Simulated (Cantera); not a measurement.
A closed system holds: 1 mol C2H5OH, 0.18 mol CO2, 38 mol H2, held at 1.00 bar.

Equilibrium computed with Cantera from the NASA thermochemical tables; the gas is ideal and each condensed phase is pure. Candidate condensed phases: C, C6H6, C7H8, C8H18, H2O; 110 gas species. Rates play no part.

x: gas mole fraction; n: condensed amount in mol.

| T (K) | x H2 | x CO | x H | x CH4 | x C2H2 (acetylene) | n C(graphite) |
|---|---|---|---|---|---|---|
| 1048 | 0.939 | 0.0248 | 7.49e-9 | 0.0283 | (withheld) | 0 |
| 1198 | 0.953 | 0.0318 | 1.86e-7 | 0.0146 | (withheld) | 0.247 |
| 1348 | 0.962 | 0.0321 | 2.27e-6 | 0.00540 | (withheld) | 0.600 |
| 1498 | 0.965 | 0.0321 | 1.69e-5 | 0.00242 | (withheld) | 0.719 |
| 1648 | 0.966 | 0.0321 | 8.75e-5 | 0.00125 | (withheld) | 0.764 |
| 1798 | 0.967 | 0.0321 | 0.000346 | 0.000724 | (withheld) | 0.775 |
| 1948 | 0.966 | 0.0321 | 0.00111 | 0.000456 | (withheld) | 0.756 |
| 2098 | 0.963 | 0.0321 | 0.00302 | 0.000308 | (withheld) | 0.689 |
| 2248 | 0.957 | 0.0320 | 0.00719 | 0.000218 | (withheld) | 0.538 |
| 2398 | 0.946 | 0.0319 | 0.0153 | 0.000160 | (withheld) | 0.248 |
| 2548 | 0.929 | 0.0316 | 0.0298 | 0.000105 | (withheld) | 0 |

**Question.** Fill in the missing entries.

**Answer.** 
- 1048, x C2H2 (acetylene): 1.11e-9
- 1198, x C2H2 (acetylene): 9.43e-8
- 1348, x C2H2 (acetylene): 1.16e-6
- 1498, x C2H2 (acetylene): 8.51e-6
- 1648, x C2H2 (acetylene): 4.32e-5
- 1798, x C2H2 (acetylene): 0.000167
- 1948, x C2H2 (acetylene): 0.000521
- 2098, x C2H2 (acetylene): 0.00137
- 2248, x C2H2 (acetylene): 0.00317
- 2398, x C2H2 (acetylene): 0.00654
- 2548, x C2H2 (acetylene): 0.00933
